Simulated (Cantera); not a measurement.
An isothermal, constant-pressure homogeneous reactor starts with NO : N₂ = 1 : 1.8 (molar parts), at 1450 K and 0.385 atm. Integrator tolerance rtol = 1e-08.

Detailed kinetics in Cantera: GRI-Mech 3.0 (53 species, 325 reactions).

Question: What does this change do: temperature 1450 to 1948 K?

Answer: 
| quantity | before | after |
|---|---|---|
| x(NO) at 2.00 s | 0.356 (gas-phase equilibrium 0.000898) | 0.197 (gas-phase equilibrium 0.00618) |
| x(NO₂) at 2.00 s | 0.000131 (gas-phase equilibrium 3.23e-6) | 0.000144 (gas-phase equilibrium 6.64e-6) |
| x(N₂) at 2.00 s | 0.643 (gas-phase equilibrium 0.821) | 0.723 (gas-phase equilibrium 0.818) |
| x(N₂O) at 2.00 s | 3.96e-5 (gas-phase equilibrium 3.57e-8) | 1.62e-5 (gas-phase equilibrium 2.22e-7) |
| x(O₂) at 2.00 s | 0.000384 (gas-phase equilibrium 0.178) | 0.0796 (gas-phase equilibrium 0.175) |
| x(O) at 2.00 s | 1.56e-7 (gas-phase equilibrium 1.37e-6) | 0.000207 (gas-phase equilibrium 0.000300) |
